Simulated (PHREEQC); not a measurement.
Consider water at 25 °C with 0.17 mol/kgw MnSO4, 0.0006 mol/kgw MgSO4 and 0.00012 mol/kgw NaF. Closed to the air; pH follows from the charge balance.

Computed with PHREEQC (ion-association model, phreeqc.dat).

```
quantity                    before     after
------------------------  --------  --------
pH                            6.33      5.86
ionic strength (mol/kgw)     0.351     0.300
SO4-2 (mol/kgw)             0.0878    0.0449
MgSO4 (mol/kgw)           0.000347  0.000262
Mg+2 (mol/kgw)            0.000253  0.000337
Na+ (mol/kgw)             0.000108  0.000113
```

Question: Which change was made?
A) MnSO4 replaced by FeSO4 at the same molality
B) NaF from 0.00012 to 2.4e-05 mol/kgw
C) MnSO4 replaced by CdSO4 at the same molality
D) temperature from 25 to 45 °C
E) MgSO4 from 0.0006 to 0.006 mol/kgw

Answer: C, MnSO4 replaced by CdSO4 at the same molality

Precipitation was switched off in this run.
